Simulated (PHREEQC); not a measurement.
Dissolve 12 mmol/kgw RbOH, 1.2 mmol/kgw HBr, 100 mmol/kgw (CH3)4NF and 0.06 mmol/kgw NH4Cl at 20 °C. Closed to the air; pH follows from the charge balance.

The numbers come from PHREEQC with the ion-association model, wateq4f.dat.

No solid was allowed to form.

What pH does the model give?

pH 12.08.

Complexes and solids missing from the database can't appear. (CH3)4N+ isn't in the database: it is added as a free cation with an ion size of 4 Å.
